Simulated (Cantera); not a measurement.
An isothermal, constant-pressure homogeneous reactor starts with C3H8 : H2 = 1 : 16 (molar parts), at 1700 K and 0.987 atm. Integrator tolerance rtol = 1e-08.

Model: GRI-Mech 3.0 (53 species, 325 reactions), integrated in Cantera. GRI-Mech 3.0 was tuned for natural gas; its chemistry of propane as a main component is partial and can be far from experiment. GRI-Mech 3.0 stops at C3 and has no aromatics, soot or wall deposition, so with more carbon than oxygen in the feed, carbon stays in small species such as C2H2 where larger ones or solid carbon would form.

What does this change do: pressure from 0.987 atm to 0.000987 atm?


| quantity | before | after |
|---|---|---|
| x(C3H8) at 1.00 s | 2.76e-9 (gas-phase equilibrium 2.76e-9) | 2.46e-10 (gas-phase equilibrium <1e-12) |
| x(H2) at 1.00 s | 0.909 (gas-phase equilibrium 0.909) | 0.900 (gas-phase equilibrium 0.921) |
| x(CH2) at 1.00 s | 1.37e-8 (gas-phase equilibrium 1.37e-8) | 1.72e-6 (gas-phase equilibrium 1.53e-8) |
| x(H) at 1.00 s | 0.000141 (gas-phase equilibrium 0.000141) | 0.00154 (gas-phase equilibrium 0.00450) |
| x(CH4) at 1.00 s | 0.0271 (gas-phase equilibrium 0.0271) | 0.0394 (gas-phase equilibrium 3.06e-5) |
| x(C2H4) at 1.00 s | 0.00268 (gas-phase equilibrium 0.00268) | 0.000215 (gas-phase equilibrium 3.33e-6) |
| x(C2H2) at 1.00 s | 0.0609 (gas-phase equilibrium 0.0609) | 0.0573 (gas-phase equilibrium 0.0748) |
Radical loss at walls, strong at low pressure, is not modelled.
